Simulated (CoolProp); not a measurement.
o-xylene along the isobar 0.101 MPa: fugacity coefficient from the reference equation and from simpler models built on Tc = 630.3 K, pc = 3.737 MPa, ω = 0.312; each cubic takes its own stable root.

Computed with CoolProp (reference Helmholtz-energy equation of state, Zhou 2012).

```csv
T (K),phase,reference
297.9,liquid,0.008771
307.3,liquid,0.01495
316.7,liquid,0.02454
326.2,liquid,0.03911
335.6,liquid,0.06013
345,liquid,0.08984
354.5,liquid,0.1313
363.9,liquid,0.1866
373.3,liquid,0.2595
382.8,liquid,0.3549
392.2,liquid,0.4747
401.6,liquid,0.6242
411.1,liquid,0.8100
420.5,gas,0.9561
430,gas,0.9599
```

Problem. How far does each simpler model (Redlich-Kwong, Soave-Redlich-Kwong, Peng-Robinson) lie from the reference over these 15 states: mean and median of the absolute difference, and the worst?

Solution. 
- Redlich-Kwong: mean 156.1 %, median 163.2 %, worst +323.1 % at 297.9 K and 0.101 MPa
- Soave-Redlich-Kwong: mean 2.7 %, median 2.4 %, worst -6.0 % at 297.9 K and 0.101 MPa
- Peng-Robinson: mean 1.7 %, median 1.1 %, worst +4.7 % at 297.9 K and 0.101 MPa

At some of these states Redlich-Kwong gives the other phase, because its saturation line lies elsewhere.
